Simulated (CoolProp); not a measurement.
A single-stage vapour-compression cycle with the fluid: evaporating at 328.15 K (dew point), condensing at 382.15 K (bubble point), superheat 2 K, subcooling 8 K, compressor efficiency 0.85, no pressure losses. The same conditions are run with several fluids, on thermodynamics alone (safety and materials aside).

Values from CoolProp's reference Helmholtz-energy equation of state of each fluid (n-perfluorohexane: Gao 2022; trans-2-butene: Lemmon 2005; R245ca: Zhou 2016; R124: de Vries 1995; R11: Jacobsen 1992; n-heptane: Span 2003).

Problem. Rank n-perfluorohexane, trans-2-butene, R245ca, R124, R11, n-heptane by cooling COP, highest first.

Solution. R11 (4.37), n-heptane (4.23), R245ca (3.99), trans-2-butene (3.93), R124 (3.28), n-perfluorohexane (3.01)

| fluid | pressure ratio | discharge temperature (K) | refrigerating effect (kJ/kg) | volumetric capacity (kJ/m³) |
|---|---|---|---|---|
| n-perfluorohexane | 4.70 | 382.2 | 34.6 | 426 |
| trans-2-butene | 3.27 | 383.1 | 228 | 2930 |
| R245ca | 4.04 | 382.2 | 120 | 1790 |
| R124 | 3.21 | 386.3 | 67.8 | 3660 |
| R11 | 3.65 | 389.9 | 127 | 1860 |
| n-heptane | 5.93 | 382.1 | 236 | 203 |

The compression ends wet for: n-perfluorohexane; R245ca; n-heptane.
